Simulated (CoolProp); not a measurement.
200 sccm (0 °C, 1 atm) of nitrogen bubbles through liquid octamethyltrisiloxane (MDM) at 321.6 K and leaves saturated at a total pressure of 0.0586 MPa (ideal gas phase). Each further row changes one setting.

The numbers come from the reference Helmholtz-energy equation of state, Thol 2017 in CoolProp.

| case | vapour pressure (kPa) | mole fraction of vapour | delivery (mg/min) | delivery (sccm) | change of delivery for a bath 1 K warmer (%) |
|---|---|---|---|---|---|
| as stated | 2.01 | 0.0343 | 75.1 | 7.11 | 5.7 |
| bath temperature 326.6 K | 2.62 | 0.0447 | 98.8 | 9.36 | 5.6 |
| total pressure 0.117 MPa | 2.01 | 0.0172 | 36.9 | 3.50 | 5.6 |
